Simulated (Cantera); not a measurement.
A perfectly stirred reactor is fed with 8.77 % CH4, 0.403 % H2, 19.1 % O2, 71.7 % N2, equivalence ratio 0.93, at 3.45 atm; it is adiabatic with a 500 K inlet, and is followed from long to short residence time, starting on the burning branch (τ in s: 0.023, 0.014, 0.009, 0.0057, 0.0036, 0.0023, 0.0014, 0.00091, 0.00057, 0.00036, 0.00023, 0.00014, 9.1e-05).

Detailed kinetics in Cantera: GRI-Mech 3.0 (53 species, 325 reactions).

One state of this run: T (K) = 2275; x CH4 = 2.06e-5; x H2 = 0.00275; x O2 = 0.0172; x C2H6 = 1.54e-10; x N2O = 4.71e-7; x CO = 0.00739; x C2H4 = 6.86e-9. x: mole fraction; the columns are a selection and need not sum to one.

Task: Which value of τ (s) does it belong to?
(A) 0.0036
(B) 0.0057
(C) 0.023
(D) 0.0023

Result: A, 0.0036
